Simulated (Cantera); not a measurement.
Feed: 1 mol AlI3, 0.53 mol H2O, 48 mol N2, at 1902 °C and 0.100 bar.

These are equilibrium values from Cantera (NASA tables, ideal gas, pure condensed phases), not measurements of a reactor. Candidate condensed phases: Al, AlI3, AlN, Al2O3, H2O, I2; 41 gas species. The numbers say what is thermodynamically allowed, not how fast it happens.

Base state: N2 0.930, I 0.0463, AlI 0.0112, H2 0.00923, H 0.00148, Al 0.000781, HI 0.000559, Al2O 0.000377 (mole fractions); condensed: Al2O3(s).

**Question.** What changes in the equilibrium state with this change: pressure from 0.100 bar to 10.0 mbar?

**Answer.** 
```
species          before    after
-------------  --------  -------
N2                0.930    0.924
I                0.0463   0.0512
H2              0.00923  0.00792
AlI              0.0112  0.00637
AlO             2.50e-6  2.00e-5
Al             0.000781  0.00400
Al2O           0.000377  0.00155
Al2O3(s), mol     0.170    0.149
```
The tables' values for AlOH are old estimates; treat these amounts as uncertain.

**Question.** What changes in the equilibrium state with this change: AlI3 replaced by AlBr3?

**Answer.** 
| species | before | after |
|---|---|---|
| N2 | 0.930 | 0.936 |
| Br | 0 | 0.0359 |
| AlBr | 0 | 0.0123 |
| I | 0.0463 | 0 |
| AlI | 0.0112 | 0 |
| HBr | 0 | 0.00956 |
| HI | 0.000559 | 0 |
| AlBr3 | 0 | 0.000212 |
| Al2O3(s), mol | 0.170 | 0.176 |
Further candidate phases: AlBr3, Br2.
